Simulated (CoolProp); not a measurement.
Ethylene along the isobar 27.7 MPa: Z from the reference equation and from simpler models built on Tc = 282.4 K, pc = 5.042 MPa, ω = 0.087; each cubic takes its own stable root.

Computed with CoolProp (reference Helmholtz-energy equation of state, Smukala 2000).

| T (K) | phase | reference |
|---|---|---|
| 176.5 | liquid | 0.9082 |
| 188.8 | liquid | 0.8706 |
| 201.1 | liquid | 0.8390 |
| 213.4 | liquid | 0.8125 |
| 225.7 | liquid | 0.7904 |
| 238 | liquid | 0.7723 |
| 250.3 | liquid | 0.7578 |
| 262.6 | liquid | 0.7467 |
| 274.9 | liquid | 0.7389 |
| 287.2 | supercritical | 0.7342 |
| 299.5 | supercritical | 0.7327 |
| 311.8 | supercritical | 0.7342 |
| 324.1 | supercritical | 0.7386 |
| 336.4 | supercritical | 0.7460 |
| 348.7 | supercritical | 0.7561 |

Task: How far does each simpler model (van der Waals, Redlich-Kwong, Soave-Redlich-Kwong, Peng-Robinson) lie from the reference over these 15 states: mean and median of the absolute difference, and the worst?

Result: 
- van der Waals: mean 35.0 %, median 36.2 %, worst +46.2 % at 176.5 K and 27.7 MPa
- Redlich-Kwong: mean 3.4 %, median 3.4 %, worst +3.9 % at 311.8 K and 27.7 MPa
- Soave-Redlich-Kwong: mean 3.6 %, median 3.1 %, worst +6.0 % at 348.7 K and 27.7 MPa
- Peng-Robinson: mean 6.9 %, median 7.7 %, worst -8.7 % at 201.1 K and 27.7 MPa
